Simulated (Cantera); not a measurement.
Input (Python, Cantera):

```python
import numpy as np
import cantera as ct

gas = ct.Solution("h2o2.yaml")
gas.TPX = 550, 18000, {'H2': 1.3, 'O2': 0.51, 'N2': 2.14}
flame = ct.FreeFlame(gas, width=0.13)
flame.set_refine_criteria(ratio=3, slope=0.08, curve=0.16)
flame.transport_model = "mixture-averaged"
flame.solve(loglevel=0, auto=True)
z, T = flame.grid, flame.T
thick = (T[-1] - T[0]) / np.gradient(T, z).max()
show = ['H2', 'O2', 'H', 'HO2', 'OH', 'H2O2']
print(f"laminar burning velocity  {flame.velocity[0] * 100:.3f} cm/s")
print(f"burnt temperature         {T[-1]:.1f} K")
print(f"thermal thickness         {thick * 1e3:.4f} mm")
print(f"grid points               {len(z)}")
z0 = z[flame.heat_release_rate.argmax()]
print(f"{'z/mm':>9s}{'T/K':>9s}{'u/(m/s)':>9s}" + "".join(f"{s:>11s}" for s in show))
rows = []
for k in (-3, -2, -1.5, -1, -0.5, -0.25, 0, 0.25, 0.5, 1, 2, 4, 8):
    zz = z0 + k * thick
    rows.append([k * thick, np.interp(zz, z, T), np.interp(zz, z, flame.velocity),
                 *(np.interp(zz, z, flame.X[gas.species_index(s)]) for s in show)])
    print(f"{rows[-1][0] * 1e3:9.3f}{rows[-1][1]:9.1f}{rows[-1][2]:9.3f}" + "".join(f"{x:11.3e}" for x in rows[-1][3:]))
```

Output:

```
laminar burning velocity  545.726 cm/s
burnt temperature         2372.6 K
thermal thickness         4.3118 mm
grid points               145
     z/mm      T/K  u/(m/s)         H2         O2          H        HO2         OH       H2O2
  -12.935    550.0    5.457  3.291e-01  1.291e-01  4.884e-17  1.142e-15  3.889e-20  1.651e-17
   -8.624    550.0    5.457  3.291e-01  1.291e-01  1.739e-13  4.361e-12  1.018e-16  1.063e-16
   -6.468    550.0    5.457  3.291e-01  1.291e-01  9.726e-11  9.419e-10  4.353e-14  4.218e-14
   -4.312    550.0    5.457  3.291e-01  1.291e-01  4.104e-08  1.527e-07  3.064e-11  2.862e-11
   -2.156    557.0    5.519  3.278e-01  1.290e-01  2.047e-04  6.912e-05  2.733e-05  8.709e-07
   -1.078    697.9    6.832  3.045e-01  1.251e-01  8.253e-03  4.569e-05  3.666e-04  1.861e-06
    0.000   1108.4   10.526  1.716e-01  7.896e-02  6.671e-02  1.670e-05  2.695e-03  6.610e-07
    1.078   1381.9   12.962  7.590e-02  2.227e-02  9.911e-02  4.380e-06  6.673e-03  7.406e-07
    2.156   1494.7   13.922  7.007e-02  1.541e-02  9.258e-02  2.692e-06  8.503e-03  6.078e-07
    4.312   1622.8   14.981  7.386e-02  1.312e-02  7.894e-02  1.983e-06  1.038e-02  3.982e-07
    8.624   1766.1   16.131  7.739e-02  1.076e-02  6.390e-02  1.419e-06  1.205e-02  2.189e-07
   17.247   1914.3   17.285  7.952e-02  8.229e-03  4.919e-02  9.772e-07  1.299e-02  1.145e-07
   34.494   2059.2   18.380  8.025e-02  5.699e-03  3.574e-02  6.552e-07  1.279e-02  6.207e-08
```

Detailed kinetics in Cantera: the H2/O2 subset of GRI-Mech 3.0, which has no nitrogen chemistry. Burning velocities carry a grid error of a few per cent, more on coarse grids.
